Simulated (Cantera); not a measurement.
A closed system holds: 1 mol SiF4, 5 mol H2O, a varied amount of N2, at 1450 K and 13300 Pa.

Equilibrium computed with Cantera from the NASA thermochemical tables; the gas is ideal and each condensed phase is pure. Candidate condensed phases: H2O, Si, SiO2, Si2N2O, Si3N4; 58 gas species. The tables hold silica as quartz up to 1696 K and as liquid above; real silica turns to tridymite and cristobalite and melts near 1996 K. Kinetics and transport are ignored.

Problem. At 39 mol N2, list the 5 most abundant gas species with their mole fractions, and the condensed phases.

Solution. N2 0.848, HF 0.0864, H2O 0.0655, SiF4 0.000137, H2 4.29e-5. Condensed: SiO2(β-quartz).
